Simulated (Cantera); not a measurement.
An isothermal plug-flow reactor at 650 K and 0.681 atm (inlet), inlet velocity 2 m/s, active area per volume 3900 1/m; feed CO : O₂ : N₂ : H₂O = 0.002 : 0.012 : 0.79 : 0.056 (molar parts).

Computed with Cantera and Deutschmann's 1995 Pt surface mechanism with GRI-Mech 3.0 gas chemistry. Catalytic surfaces can have several steady states; this one follows from the mechanism file's or the stated starting coverage. Mass transfer to the wall is taken as infinitely fast.

Task: What does this change do: temperature 650 to 500 K?

Result: 
| quantity | before | after |
|---|---|---|
| x(CO) at z = 0.0043 m | 0.000441 | 0.00232 |
| x(O₂) at z = 0.0043 m | 0.0130 | 0.0139 |
| x(H₂O) at z = 0.0043 m | 0.0652 | 0.0651 |
| x(CO₂) at z = 0.0043 m | 0.00189 | 7.53e-6 |
| θ(free Pt) at the exit | 0.0125 | 0.00187 |
| θ(O*) at the exit | 0.981 | 0.00518 |
